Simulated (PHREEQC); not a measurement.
A solution holds 0.26 mol BaCl2, 0.00019 mol CO2 and 0.00016 mol H4SiO4 per kg of water, at 20 °C. Closed to the air; pH follows from the charge balance.

Computed with PHREEQC (ion-association model, wateq4f.dat).

This is a speciation only: nothing precipitates in the calculation.

Task: Estimate the pH.

Result: pH 4.94.

Task: In which forms is C present?

Result: CO2 92 %, HCO3- 5.9 %, BaHCO3+ 2.1 % of the C.

The solution is supersaturated, for example in Quartz (slow to form), so a real one may precipitate; this is no full list. Ionic strength above about 0.7 mol/kgw puts this run outside the model's range. Complexes and solids missing from the database can't appear.
